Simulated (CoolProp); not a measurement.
Vapour-liquid equilibrium of R22 (1) + R134a (2) at -32.75 °C; x and y are mole fractions of (1).

Model: multi-fluid Helmholtz-energy mixture model, Kamei 1995 and Tillner-Roth 1994; pair parameters Bell 2016, in CoolProp.

Give the bubble pressure and the first vapour's composition at x = 0.35, 0.5, 0.8. Is there an azeotrope?

x = 0.35: 0.1037 MPa, y = 0.520; x = 0.5: 0.1144 MPa, y = 0.656; x = 0.8: 0.1337 MPa, y = 0.874. No azeotrope shows between x = 0.05 and 0.95.

Pair parameters are fitted to limited data, so mixtures are less certain than the pure fluids.
